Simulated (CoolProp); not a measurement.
Vapour-liquid equilibrium of R227EA (1) + isobutene (2) at 15.5 kPa; x and y are mole fractions of (1).

Values from CoolProp's multi-fluid Helmholtz-energy mixture model, Lemmon 2016 and Lemmon 2005; pair parameters Bell 2016.

```tsv
x	bubble temperature, mixture model (K)	bubble temperature, Raoult's law (K)	y, mixture model	y, Raoult's law
0.05	___	226.0	___	0.069
0.2	___	225.0	___	0.261
0.35	216.9	224.1	0.534	0.431
0.5	216.7	223.2	0.561	0.585
0.65	216.7	222.4	___	0.723
0.8	___	221.6	0.680	0.849
0.95	219.3	220.9	___	0.964
```

What belongs in the gaps?


- 0.05, bubble temperature, mixture model (K): 222.2
- 0.05, y, mixture model: 0.250
- 0.2, bubble temperature, mixture model (K): 217.8
- 0.2, y, mixture model: 0.479
- 0.65, y, mixture model: 0.598
- 0.8, bubble temperature, mixture model (K): 217.3
- 0.95, y, mixture model: 0.878

The largest gap from Raoult's law is -7.2 K in bubble temperature, at x = 0.2. y crosses x between x = 0.5 and 0.65: the model has an azeotrope there.

Pair parameters are fitted to limited data, so mixtures are less certain than the pure fluids.
